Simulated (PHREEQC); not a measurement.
## Spent oxide etchant

Solution (25 °C): 65 mmol/kgw HF, 110 mmol/kgw H2SiF6 and 2.15 mmol/kgw H3BO3. Closed to the air; pH follows from the charge balance.

All values are PHREEQC results (ion-association model, wateq4f.dat), not measurements.

The pH is 0.76 and the ionic strength comes out as 0.333 mol/kgw. The activity of water comes out as 0.993. The total alkalinity is -725 meq/kg.

| species | molality | activity | log γ |
|---|---|---|---|
| H+ | 0.223 | 0.173 | -0.109 |
| SiF6-2 | 0.110 | 0.0274 | -0.604 |
| HF | 0.0448 | 0.0483 | 0.033 |
| H2F2 | 0.00564 | 0.00609 | 0.033 |
| BF4- | 0.00213 | 0.00135 | -0.200 |
| F- | 0.000280 | 0.000186 | -0.177 |
| HF2- | 5.18e-5 | 3.45e-5 | -0.177 |
| BF3OH- | 1.61e-5 | 1.02e-5 | -0.200 |
| H3BO3 | 1.03e-6 | 1.11e-6 | 0.033 |
| BF2(OH)2- | 4.54e-7 | 2.87e-7 | -0.200 |
| H4SiO4 | 4.37e-7 | 4.72e-7 | 0.033 |

No solid was allowed to form. SiF6-2 is the database's only silicon fluoride. Real BF4- forms and hydrolyses slowly; the run takes it at equilibrium.
